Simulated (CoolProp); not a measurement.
A single-stage vapour-compression cycle with the fluid: evaporating at 263.15 K (dew point), condensing at 326.15 K (bubble point), superheat 10 K, subcooling 8 K, compressor efficiency 0.85, no pressure losses. The same conditions are run with several fluids, on thermodynamics alone (safety and materials aside).

Model: reference Helmholtz-energy equation of state of each fluid (R245ca: Zhou 2016; propane: Lemmon 2009; R1336mzz(E): Akasaka 2023; R115: Lemmon 2016; R245fa: Akasaka 2015; R11: Jacobsen 1992), in CoolProp.

```csv
fluid,cooling COP,pressure ratio,discharge temperature (K),refrigerating effect (kJ/kg),volumetric capacity (kJ/m³)
R245ca,2.89,?,337.8,?,193
propane,2.66,5.29,348.5,259,1880
R1336mzz(E),2.69,10.2,328.6,?,349
R115,2.30,?,331.2,?,1440
R245fa,?,11.4,338.3,146,290
R11,3.04,10.0,361.8,151,237
```

Task: Complete the blanks.

Result: 
- R245ca, pressure ratio: 12.9
- R245ca, refrigerating effect (kJ/kg): 157
- R1336mzz(E), refrigerating effect (kJ/kg): 102
- R115, pressure ratio: 5.57
- R115, refrigerating effect (kJ/kg): 60.9
- R245fa, cooling COP: 2.87
